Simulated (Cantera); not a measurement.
# Moist CO burnout

A perfectly stirred reactor is fed with CO : O₂ : H₂O : N₂ = 0.011 : 0.088 : 0.00063 : 1 (molar parts), equivalence ratio 0.062, at 180 Torr; it is held at 1325 K, and followed from long to short residence time.

Detailed kinetics in Cantera: GRI-Mech 3.0 (53 species, 325 reactions).

```
τ (s)        x CO    x O₂     x H₂O       x H       x O     x NO
-------  --------  ------  --------  --------  --------  -------
2.5      0.000204  0.0754  0.000559   1.52e-6  0.000113  3.08e-6
0.61     0.000519  0.0755  0.000548   5.82e-6  0.000279  1.86e-6
0.15      0.00129  0.0756  0.000528   2.02e-5  0.000650  1.09e-6
0.037     0.00302  0.0761  0.000496   5.48e-5   0.00130  6.10e-7
0.0091    0.00620  0.0774  0.000482   7.43e-5   0.00166  1.77e-7
0.0022    0.00948  0.0796  0.000549   1.00e-5  0.000415  1.52e-9
0.00055    0.0100  0.0800  0.000573  1.87e-10   3.61e-8   <1e-12
0.00014    0.0100  0.0800  0.000573  1.10e-11   7.99e-9   <1e-12
```
x: mole fraction; the columns are a selection and need not sum to one.
